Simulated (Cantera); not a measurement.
A freely propagating, adiabatic, planar premixed flame of 28.3 % H2, 15.1 % O2, 56.6 % N2, unburnt at 723 K and 0.128 atm; mixture-averaged transport, grid criteria slope 0.08 and curve 0.16, no radiation.

Detailed kinetics in Cantera: the H2/O2 subset of GRI-Mech 3.0, which has no nitrogen chemistry. Burning velocities carry a grid error of a few per cent, more on coarse grids.

x: mole fraction of selected species; z is measured from the peak of heat release.

| z (mm) | T (K) | u (m/s) | x H2 | x O2 | x H2O | x HO2 | x OH | x H2O2 |
|---|---|---|---|---|---|---|---|---|
| -23.3 | 723 | 8.74 | 0.283 | 0.151 | <1e-8 | <1e-8 | <1e-8 | <1e-8 |
| -15.5 | 723 | 8.74 | 0.283 | 0.151 | <1e-8 | <1e-8 | <1e-8 | <1e-8 |
| -11.6 | 723 | 8.74 | 0.283 | 0.151 | <1e-8 | <1e-8 | <1e-8 | <1e-8 |
| -7.75 | 723 | 8.74 | 0.283 | 0.151 | 6.71e-8 | 2.45e-7 | <1e-8 | <1e-8 |
| -3.88 | 726 | 8.77 | 0.282 | 0.151 | 0.000217 | 3.01e-5 | 9.67e-6 | ? |
| -1.94 | 792 | 9.51 | 0.266 | 0.148 | 0.00794 | 2.67e-5 | 0.000226 | ? |
| 0 | 1126 | 13.2 | 0.128 | 0.0980 | 0.107 | 1.40e-5 | 0.00374 | 7.43e-7 |
| 1.94 | 1392 | 16.1 | 0.0448 | 0.0465 | 0.196 | 5.92e-6 | 0.00898 | ? |
| 3.88 | 1510 | 17.3 | 0.0435 | 0.0416 | 0.205 | 4.56e-6 | 0.0115 | ? |
| 7.75 | 1650 | 18.7 | 0.0451 | 0.0384 | 0.212 | 3.52e-6 | 0.0146 | ? |
| 15.5 | 1809 | 20.3 | 0.0453 | 0.0349 | 0.222 | 2.65e-6 | 0.0177 | ? |
| 31.0 | 1976 | 21.8 | 0.0435 | 0.0312 | 0.234 | 1.96e-6 | 0.0201 | ? |
| 62.0 | 2142 | 23.4 | 0.0394 | 0.0274 | 0.248 | 1.54e-6 | 0.0214 | ? |

### Question
Fill in the missing entries.

### Answer

- -3.88, x H2O2: 9.87e-8
- -1.94, x H2O2: 1.93e-7
- 1.94, x H2O2: 8.06e-7
- 3.88, x H2O2: 6.12e-7
- 7.75, x H2O2: 3.67e-7
- 15.5, x H2O2: 1.92e-7
- 31.0, x H2O2: 1.03e-7
- 62.0, x H2O2: 6.38e-8
